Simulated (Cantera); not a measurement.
What does this Cantera script print?

```python
import numpy as np
import cantera as ct

gas = ct.Solution("gri30.yaml", transport_model="mixture-averaged")
show = ['N2', 'NH3', 'NO']

rows = []
print(f"{'T/K':>7s}{'rho':>11s}{'cp':>10s}{'mu':>11s}{'lambda':>11s}{'Pr':>7s}" + "".join(f"{'D_' + s:>11s}" for s in show))
for T in [400, 500, 600, 700, 800, 900, 1000, 1100, 1200]:
    gas.TPX = T, 1333, {'CH3OH': 0.35, 'N2': 0.49, 'H2': 0.79, 'C2H6': 0.17}
    Pr = gas.cp_mass * gas.viscosity / gas.thermal_conductivity
    D = [gas.mix_diff_coeffs_mole[gas.species_index(s)] for s in show]
    rows.append([gas.density, gas.cp_mass, gas.viscosity, gas.thermal_conductivity, Pr, *D])
    print(f"{T:7g}{gas.density:11.4e}{gas.cp_mass:10.1f}{gas.viscosity:11.4e}"
          f"{gas.thermal_conductivity:11.4e}{Pr:7.3f}" + "".join(f"{d:11.4e}" for d in D))
print("SI units: kg/m3, J/kg/K, Pa s, W/m/K, m2/s")
```

Output:

```
    T/K        rho        cp         mu     lambda     Pr       D_N2      D_NH3       D_NO
    400 7.0467e-03    2103.3 1.6681e-05 8.4451e-02  0.415 3.7954e-03 3.5465e-03 3.3310e-03
    500 5.6373e-03    2266.2 2.0060e-05 1.0283e-01  0.442 5.6508e-03 5.4240e-03 4.9326e-03
    600 4.6978e-03    2421.0 2.3208e-05 1.2071e-01  0.465 7.7792e-03 7.6202e-03 6.7658e-03
    700 4.0267e-03    2562.0 2.6161e-05 1.3824e-01  0.485 1.0161e-02 1.0108e-02 8.8142e-03
    800 3.5233e-03    2688.1 2.8948e-05 1.5550e-01  0.500 1.2780e-02 1.2866e-02 1.1065e-02
    900 3.1319e-03    2802.0 3.1594e-05 1.7256e-01  0.513 1.5624e-02 1.5878e-02 1.3508e-02
   1000 2.8187e-03    2910.9 3.4117e-05 1.8942e-01  0.524 1.8683e-02 1.9131e-02 1.6136e-02
   1100 2.5624e-03    3004.3 3.6535e-05 2.0608e-01  0.533 2.1949e-02 2.2612e-02 1.8940e-02
   1200 2.3489e-03    3088.6 3.8860e-05 2.2254e-01  0.539 2.5414e-02 2.6313e-02 2.1916e-02
SI units: kg/m3, J/kg/K, Pa s, W/m/K, m2/s
```

Cantera simulation using GRI-Mech 3.0 (53 species, 325 reactions); the numbers are that mechanism's predictions, not measurements. Polar gases are described roughly by these parameters. The composition is frozen, though it would react at the higher temperatures.
